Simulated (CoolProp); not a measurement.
Saturation properties of R1336mzz(Z).

The numbers come from the reference Helmholtz-energy equation of state, McLinden 2020 in CoolProp.

| T (K) | p (kPa) | liquid density (kg/m³) | vapour density (kg/m³) | enthalpy of vaporisation (kJ/kg) | liquid cp (kJ/(kg K)) |
|---|---|---|---|---|---|
| 321.2 | 168.1 | 1303 | 11.15 | 157.5 | 1.269 |
| 332.4 | 239.2 | 1271 | 15.67 | 151.7 | 1.294 |
| 343.6 | 331.5 | 1237 | 21.57 | 145.6 | 1.321 |
| 354.8 | 448.9 | 1202 | 29.18 | 139.0 | 1.351 |
| 366 | 595.5 | 1164 | 38.93 | 132.0 | 1.384 |
| 377.2 | 775.7 | 1124 | 51.41 | 124.2 | 1.424 |
| 388.5 | 996.6 | 1080 | 67.62 | 115.5 | 1.475 |
| 399.7 | 1260 | 1031 | 88.60 | 105.7 | 1.544 |
| 410.9 | 1573 | 974.2 | 116.7 | 94.22 | 1.649 |

It boils at 306.6 K under 1 atm.
